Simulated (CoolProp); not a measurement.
A Linde-Hampson liquefier for ethane: isothermal reversible compression at 320 K from 1 atm to 20 MPa, throttling to 1 atm, return gas leaving the recuperator 5 K below the feed. Each further row changes one setting.

Computed with CoolProp (reference Helmholtz-energy equation of state, Bücker 2006).

```tsv
case	liquid yield per pass	compression work (kJ/kg of gas)
as stated	0.458	366
as stated	0.458	366
high pressure 40 MPa	0.454	414
warm-end temperature 350 K	0.373	429
warm-end gap 10 K	0.451	366
high pressure 40 MPa	0.454	414
warm-end temperature 350 K	0.373	429
warm-end gap 10 K	0.451	366
```
